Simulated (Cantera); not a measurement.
Charge: 1 mol Si₃N₄, 0.036 mol C, 5.8 mol H₂, held at 1948.15 K and 1 atm.

Cantera equilibrium calculation (NASA polynomials, part measured and part estimated; ideal gas, pure solids and liquids). Candidate condensed phases: C, C₆H₆, C₇H₈, C₈H₁₈, Si, SiC, Si₃N₄; 105 gas species. Mutual solubility and eutectic melting of coexisting phases are not modelled. Gases not in the tables: Si₂H₆ and higher silanes. Equilibrium is a limit: real reactors are often held back by kinetics, nucleation or transport.

Base state: H₂ 0.918, N₂ 0.0806, H 0.00108, HCN 0.000146, SiH₂ 7.20e-5, Si 2.30e-5, CH₄ 1.88e-5, SiH 1.70e-5 (mole fractions); condensed: Si(l) + SiC(s) + Si₃N₄(s).

What changes in the equilibrium state with this change: temperature from 1948.15 K to 2698 K?


```csv
species,before,after
H₂,0.918,0.682
N₂,0.0806,0.242
H,0.00108,0.0463
Si,2.30e-5,0.0185
SiC₂,1.50e-9,3.49e-5
CN,3.58e-9,1.52e-5
Si₂,2.09e-7,0.000645
Si₃,4.61e-8,0.000104
Si₂C,5.03e-7,0.000751
"Si(l), mol",0.729,2.77
"SiC(s), mol",0.0349,0
"Si₃N₄(s), mol",0.745,0
```
The tables' values for SiN are old estimates; treat these amounts as uncertain.

What changes in the equilibrium state with this change: pressure from 1 atm to 0.270 bar?


```json
[
 {"species": "H₂", "before": "0.918", "after": "0.742"},
 {"species": "N₂", "before": "0.0806", "after": "0.256"},
 {"species": "H", "before": "0.00108", "after": "0.00187"},
 {"species": "Si", "before": "2.30e-5", "after": "8.62e-5"},
 {"species": "CH₄", "before": "1.88e-5", "after": "3.27e-6"},
 {"species": "SiH", "before": "1.70e-5", "after": "2.96e-5"},
 {"species": "HNC", "before": "7.56e-6", "after": "1.21e-5"},
 {"species": "HCN", "before": "0.000146", "after": "0.000235"},
 {"species": "SiH₂", "before": "7.20e-5", "after": "5.82e-5"},
 {"species": "Si(l), mol", "before": "0.729", "after": "2.96"},
 {"species": "SiC(s), mol", "before": "0.0349", "after": "0.0340"},
 {"species": "Si₃N₄(s), mol", "before": "0.745", "after": "0"}
]
```
